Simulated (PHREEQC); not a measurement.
Solution (24 °C): 2.8 mmol/kgw CuCl2 and 0.052 mmol/kgw HCl. Closed to the air; pH follows from the charge balance.

All values are PHREEQC results (ion-association model, phreeqc.dat), not measurements.

Precipitation was switched off in this run.

Predict the pH, specific conductance.

pH 4.32; specific conductance 670 µS/cm.
